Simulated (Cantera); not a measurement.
**C₂F₆ + CH₄ (fluorocarbon and chlorocarbon gases)**

Input: 1 mol C₂F₆, a varied amount of CH₄, at 1350 K and 0.133 bar.

Equilibrium computed with Cantera from the NASA thermochemical tables; the gas is ideal and each condensed phase is pure. Candidate condensed phases: C, C₆H₆, C₇H₈, C₈H₁₈; 95 gas species. The feed counts by its element totals alone. Gases not in the tables: C₂F₆ and larger saturated fluorocarbons. The numbers say what is thermodynamically allowed, not how fast it happens.

From 0.0074 mol CH₄ to 1.2 mol CH₄ the condensed part is C(graphite). The main C-bearing gas is CF₄ throughout. The share of C in condensed phases is highest at 1.2 mol CH₄ (90.6 %) and lowest at 0.0074 mol CH₄ (25.6 %).

| n(CH₄) (mol) | x CF₄ | x HF | x CF₂ | x CF₃ | x CHF₃ | x H₂F₂ | n C(graphite) |
|---|---|---|---|---|---|---|---|
| 0.0074 | 0.981 | 0.0194 | 9.57e-6 | 6.77e-6 | 2.11e-7 | 8.22e-10 | 0.515 |
| 0.012 | 0.969 | 0.0312 | 9.52e-6 | 6.71e-6 | 3.37e-7 | 2.12e-9 | 0.524 |
| 0.019 | 0.951 | 0.0488 | 9.43e-6 | 6.61e-6 | 5.21e-7 | 5.18e-9 | 0.538 |
| 0.03 | 0.925 | 0.0755 | 9.30e-6 | 6.47e-6 | 7.95e-7 | 1.24e-8 | 0.560 |
| 0.047 | 0.885 | 0.115 | 9.10e-6 | 6.27e-6 | 1.18e-6 | 2.85e-8 | 0.594 |
| 0.075 | 0.826 | 0.174 | 8.79e-6 | 5.95e-6 | 1.73e-6 | 6.57e-8 | 0.650 |
| 0.12 | 0.742 | 0.258 | 8.33e-6 | 5.49e-6 | 2.43e-6 | 1.45e-7 | 0.740 |
| 0.19 | 0.633 | 0.367 | 7.69e-6 | 4.87e-6 | 3.20e-6 | 2.93e-7 | 0.880 |
| 0.3 | 0.500 | 0.500 | 6.84e-6 | 4.08e-6 | 3.87e-6 | 5.43e-7 | 1.10 |
| 0.48 | 0.347 | 0.653 | 5.70e-6 | 3.10e-6 | 4.21e-6 | 9.27e-7 | 1.46 |
| 0.75 | 0.200 | 0.800 | 4.32e-6 | 2.05e-6 | 3.92e-6 | 1.39e-6 | 2.00 |
| 1.2 | 0.0588 | 0.941 | 2.35e-6 | 8.20e-7 | 2.50e-6 | 1.93e-6 | 2.90 |
x: gas mole fraction; n: condensed amount in mol.
